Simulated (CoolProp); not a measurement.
Vapour-liquid equilibrium of R113 (1) + benzene (2) at 0.128 MPa; x and y are mole fractions of (1).

Values from CoolProp's multi-fluid Helmholtz-energy mixture model, Marx 1992 and Thol 2012; pair parameters Bell 2016.

| x | bubble temperature, mixture model (°C) | bubble temperature, Raoult's law (°C) | y, mixture model | y, Raoult's law |
|---|---|---|---|---|
| 0.05 | 82.8 | 85.3 | 0.177 | 0.119 |
| 0.125 | 77.1 | 81.7 | 0.353 | 0.271 |
| 0.2 | 72.9 | 78.5 | 0.470 | 0.397 |
| 0.275 | 69.8 | 75.4 | 0.555 | 0.503 |
| 0.35 | 67.3 | 72.6 | 0.620 | 0.593 |
| 0.425 | 65.2 | 70.0 | 0.675 | 0.669 |
| 0.5 | 63.4 | 67.6 | 0.722 | 0.735 |
| 0.575 | 61.8 | 65.3 | 0.766 | 0.791 |
| 0.65 | 60.4 | 63.2 | 0.807 | 0.840 |
| 0.725 | 59.1 | 61.2 | 0.848 | 0.883 |
| 0.8 | 57.8 | 59.3 | 0.888 | 0.920 |
| 0.875 | 56.7 | 57.6 | 0.929 | 0.953 |
| 0.95 | 55.5 | 55.9 | 0.971 | 0.982 |

The largest gap from Raoult's law is -5.6 K in bubble temperature, at x = 0.275. No azeotrope shows between x = 0.05 and 0.95.

Pair parameters are fitted to limited data, so mixtures are less certain than the pure fluids.
